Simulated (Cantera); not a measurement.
# Ignition delay

Mixture: CH4 : CO : O2 : N2 : H2O = 1 : 0.24 : 0.964 : 3.62 : 0.57 (molar parts), at 22.7 atm, adiabatic and at constant pressure. Ignition delay is the time to a rise of 400 K.

Detailed kinetics in Cantera: GRI-Mech 3.0 (53 species, 325 reactions). The pressure lies above the range GRI-Mech 3.0 was tuned for (to about 10 atm).

| T0 (K) | delay (ms) |
|---|---|
| 1050 | 47.2 |
| 1150 | 9.52 |
| 1250 | 2.52 |
| 1350 | 0.798 |
| 1450 | 0.283 |
| 1550 | 0.108 |
| 1650 | 0.0431 |
| 1750 | 0.0184 |
| 1850 | 0.00846 |

The apparent activation energy between 1650 and 1850 K is 210 kJ/mol.
